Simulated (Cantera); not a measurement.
Cantera with NASA thermochemical tables; ideal gases at 1 bar, condensed phases pure. Values are per mole of reaction as written; species without (g) are pure solids or liquids, kept so even where they would boil at 1 bar.

3 NO(g) + 2 Fe = Fe2O3 + 3 N(g)

```csv
T (K),ΔH° (kJ),ΔS° (J/K),ΔG° (kJ),log10 K
300,___,___,___,___
798,340.5,-99.0,419.5,-27.46
823,341.8,-97.4,421.9,-26.78
848,343.0,-96.0,424.4,-26.14
873,___,___,___,___
898,___,___,___,___
923,346.2,-92.3,431.4,-24.41
948,___,___,___,___
973,347.6,-90.9,436.0,-23.41
```

Some entries are withheld; supply them.


- 300, ΔH° (kJ): 319.0
- 300, ΔS° (J/K): -139.4
- 300, ΔG° (kJ): 360.8
- 300, log10 K: -62.82
- 873, ΔH° (kJ): 344.2
- 873, ΔS° (J/K): -94.6
- 873, ΔG° (kJ): 426.7
- 873, log10 K: -25.53
- 898, ΔH° (kJ): 345.2
- 898, ΔS° (J/K): -93.4
- 898, ΔG° (kJ): 429.1
- 898, log10 K: -24.96
- 948, ΔH° (kJ): 347.0
- 948, ΔS° (J/K): -91.5
- 948, ΔG° (kJ): 433.7
- 948, log10 K: -23.90
